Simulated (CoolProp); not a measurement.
Saturated liquid density (kg/m³) of carbon dioxide: the reference equation beside estimates from Tc = 31.0 °C, pc = 7.377 MPa, ω = 0.224. Rackett uses Z = 0.29056 − 0.08775 ω.

Values from CoolProp's reference Helmholtz-energy equation of state, Span 1996.

```
T (°C)  reference  Rackett  van der Waals  Redlich-Kwong  Soave-Redlich-Kwong  Peng-Robinson
------  ---------  -------  -------------  -------------  -------------------  -------------
-39.25       1113     1119          685.5          977.8                 1018           1154
-37.05       1105     1110          680.1          968.1                 1008           1144
-34.85       1096     1102          674.6          958.2                998.2           1133
-32.55       1086     1092          668.8          947.7                987.7           1121
-30.35       1077     1083          663.1          937.5                977.5           1109
-28.15       1068     1074          657.3          927.0                967.0           1097
-25.85       1058     1064          651.1          915.8                955.8           1085
-23.65       1048     1054          645.0          904.9                944.8           1072
-21.45       1038     1045          638.8          893.8                933.5           1060
-19.15       1028     1034          632.2          881.8                921.4           1046
-16.95       1017     1024          625.7          870.2                909.4           1032
-14.75       1007     1013          619.1          858.2                897.2           1018
-12.45      995.4     1002          612.0          845.4                884.0           1003
-10.25      984.2    991.2          605.0          832.8                871.0          988.1
-8.05       972.7    979.9          597.8          819.9                857.6          972.6
```

Absolute difference from the reference over all 15 rows, mean and median: Rackett 0.6 and 0.6 %, van der Waals 38.5 and 38.5 %, Redlich-Kwong 13.8 and 13.7 %, Soave-Redlich-Kwong 10.0 and 9.8 %, Peng-Robinson 2.1 and 2.3 %.
